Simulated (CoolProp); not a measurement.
A closed Brayton cycle with nitrogen: compressor inlet 330.15 K and 2.5 MPa, high pressure 8.64 MPa, turbine inlet 995 K, compressor efficiency 0.89, turbine efficiency 0.9, recuperator effectiveness 0.95 (on enthalpy, no pinch check). Each further row changes one setting.

Model: reference Helmholtz-energy equation of state, Span 2000, in CoolProp.

```tsv
case	thermal efficiency (%)	net work (kJ/kg)	compressor to turbine work	compressor exit (K)	turbine exit (K)
as stated	39.6	120	0.58	488.7	747.4
turbine inlet 945 K	36.8	106	0.61	488.7	707.9
compressor inlet 340.15 K	38.1	115	0.60	503.3	747.4
high pressure 7.34 MPa	41.4	113	0.56	464.6	776.1
recuperator effectiveness 0.5	28.0	120	0.58	488.7	747.4
```
